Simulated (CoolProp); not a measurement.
Properties of nitrogen along the isotherm -134.95 °C (Tc = -147.0 °C, pc = 3.396 MPa, ω = 0.037).

Values from CoolProp's reference Helmholtz-energy equation of state, Span 2000.

```tsv
p (MPa)	phase	Z	cp (kJ/(kg K))	isothermal compressibility (1/MPa)	viscosity (µPa s)	conductivity (mW/(m K))
0.0537	gas	0.9960	1.045	18.70	9.35	12.9
0.102	gas	0.9924	1.051	9.879	9.37	12.9
0.193	gas	0.9856	(withheld)	5.258	9.40	13.0
0.366	gas	0.9724	(withheld)	2.811	9.47	13.2
0.693	gas	0.9469	1.133	1.527	9.60	13.5
1.31	gas	0.8963	1.244	0.8581	9.90	14.3
2.49	gas	0.7878	1.599	0.5287	(withheld)	16.7
4.72	supercritical	0.5082	(withheld)	0.5047	15.0	30.9
8.96	supercritical	0.4429	2.849	0.04465	35.2	(withheld)
17	supercritical	0.7005	2.069	0.01296	50.2	75.0
```

Problem. Some entries are withheld; supply them.

Solution. 
- 0.193, cp (kJ/(kg K)): 1.062
- 0.366, cp (kJ/(kg K)): 1.085
- 2.49, viscosity (µPa s): 10.7
- 4.72, cp (kJ/(kg K)): 4.708
- 8.96, conductivity (mW/(m K)): 56.6

The peak of cp marks the crossing from liquid-like to gas-like fluid above the critical point.

Viscosity comes from a separate model (Lemmon 2004). Thermal conductivity comes from a separate model (Lemmon 2004).
